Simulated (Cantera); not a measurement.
Feed: 1 mol Si3N4, 0.23 mol H2O, 70 mol H2, at 0.0105 Torr.

Method: chemical equilibrium by Gibbs-energy minimisation in Cantera with the NASA 1993 tables (ideal gas, pure condensed phases). Candidate condensed phases: H2O, Si, SiO2, Si2N2O, Si3N4; 35 gas species. Mutual solubility and eutectic melting of coexisting phases are not modelled. Equilibrium is a limit: real reactors are often held back by kinetics, nucleation or transport.

Task: Which condensed phases are stable at each of these points (T (K)): 1025, 1075, 1125, 1175, 1225, 1275, 1325?

Result: 
```json
[
 {"T (K)": "1025", "condensed phases": "Si2N2O(s) + Si3N4(s)", "Si condensed (%)": "100.0"},
 {"T (K)": "1075", "condensed phases": "Si2N2O(s) + Si3N4(s)", "Si condensed (%)": "100.0"},
 {"T (K)": "1125", "condensed phases": "Si2N2O(s) + Si3N4(s)", "Si condensed (%)": "100.0"},
 {"T (K)": "1175", "condensed phases": "Si2N2O(s) + Si3N4(s)", "Si condensed (%)": "100.0"},
 {"T (K)": "1225", "condensed phases": "Si(s) + Si2N2O(s) + Si3N4(s)", "Si condensed (%)": "100.0"},
 {"T (K)": "1275", "condensed phases": "Si(s) + Si2N2O(s) + Si3N4(s)", "Si condensed (%)": "99.8"},
 {"T (K)": "1325", "condensed phases": "Si(s) + Si2N2O(s)", "Si condensed (%)": "96.9"}
]
```

From 1025 K to 1175 K the condensed part is Si2N2O(s) + Si3N4(s). From 1225 K to 1275 K the condensed part is Si(s) + Si2N2O(s) + Si3N4(s). At 1325 K the condensed part is Si(s) + Si2N2O(s).
